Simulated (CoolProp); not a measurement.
Vapour pressure (kPa) of n-decane: the reference equation beside estimates from Tc = 617.7 K, pc = 2101 kPa, ω = 0.488. Clausius-Clapeyron is anchored at 400.8 K with a constant enthalpy of vaporisation of 43.33 kJ/mol.

Computed with CoolProp (reference Helmholtz-energy equation of state, Lemmon 2006). It is a short technical equation, of lower accuracy than the large ones.

```json
[
 {"T (K)": "299.5", "reference": "0.2001", "Clausius-Clapeyron": "0.3225", "van der Waals": "47.28", "Redlich-Kwong": "3.067", "Soave-Redlich-Kwong": "0.1955", "Peng-Robinson": "0.2271"},
 {"T (K)": "333.3", "reference": "1.537", "Clausius-Clapeyron": "1.883", "van der Waals": "96.14", "Redlich-Kwong": "12.85", "Soave-Redlich-Kwong": "1.497", "Peng-Robinson": "1.641"},
 {"T (K)": "367", "reference": "7.453", "Clausius-Clapeyron": "7.913", "van der Waals": "172.4", "Redlich-Kwong": "38.79", "Soave-Redlich-Kwong": "7.305", "Peng-Robinson": "7.697"},
 {"T (K)": "400.8", "reference": "26.20", "Clausius-Clapeyron": "26.20", "van der Waals": "282.7", "Redlich-Kwong": "93.57", "Soave-Redlich-Kwong": "25.93", "Peng-Robinson": "26.59"},
 {"T (K)": "434.6", "reference": "72.58", "Clausius-Clapeyron": "72.03", "van der Waals": "432.3", "Redlich-Kwong": "191.8", "Soave-Redlich-Kwong": "72.53", "Peng-Robinson": "73.05"},
 {"T (K)": "468.4", "reference": "168.4", "Clausius-Clapeyron": "171.1", "van der Waals": "625.9", "Redlich-Kwong": "348.7", "Soave-Redlich-Kwong": "169.9", "Peng-Robinson": "169.2"},
 {"T (K)": "502.1", "reference": "341.6", "Clausius-Clapeyron": "361.1", "van der Waals": "866.9", "Redlich-Kwong": "578.2", "Soave-Redlich-Kwong": "347.2", "Peng-Robinson": "343.6"},
 {"T (K)": "535.9", "reference": "627.9", "Clausius-Clapeyron": "694.9", "van der Waals": "1160", "Redlich-Kwong": "895.7", "Soave-Redlich-Kwong": "641.5", "Peng-Robinson": "633.8"},
 {"T (K)": "569.7", "reference": "1070", "Clausius-Clapeyron": "1237", "van der Waals": "1508", "Redlich-Kwong": "1313", "Soave-Redlich-Kwong": "1094", "Peng-Robinson": "1083"},
 {"T (K)": "603.5", "reference": "1731", "Clausius-Clapeyron": "2065", "van der Waals": "1913", "Redlich-Kwong": "1843", "Soave-Redlich-Kwong": "1752", "Peng-Robinson": "1745"}
]
```

Absolute difference from the reference over all 10 rows, mean and median: Clausius-Clapeyron 14.3 and 8.4 %, van der Waals 3393.3 and 383.6 %, Redlich-Kwong 325.9 and 135.7 %, Soave-Redlich-Kwong 1.6 and 1.8 %, Peng-Robinson 3.0 and 1.1 %.
